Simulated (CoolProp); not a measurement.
A single-stage vapour-compression cycle with the fluid: evaporating at 271.15 K (dew point), condensing at 319.15 K (bubble point), superheat 5 K, subcooling 0 K, compressor efficiency 0.9, no pressure losses. The same conditions are run with several fluids, on thermodynamics alone (safety and materials aside).

The numbers come from the reference Helmholtz-energy equation of state of each fluid (R123: Younglove 1994; propylene: Lemmon 2013; C3F8 (R218): Lemmon 2006; propane: Lemmon 2009; R404A: Lemmon 2003; R365MFC: Lemmon 2016) in CoolProp. Blends and air are pseudo-pure fits.

```tsv
fluid	cooling COP	pressure ratio	discharge temperature (K)	refrigerating effect (kJ/kg)	volumetric capacity (kJ/m³)
R123	4.26	6.30	327.9	137	276
propylene	3.79	3.43	337.7	262	2960
C3F8 (R218)	2.68	3.79	319.1	39.1	1410
propane	3.81	3.52	332.0	257	2440
R404A	3.34	3.74	331.8	99.3	2750
R365MFC	4.09	7.45	319.1	146	159
```

The compression ends wet for: C3F8 (R218); R365MFC.
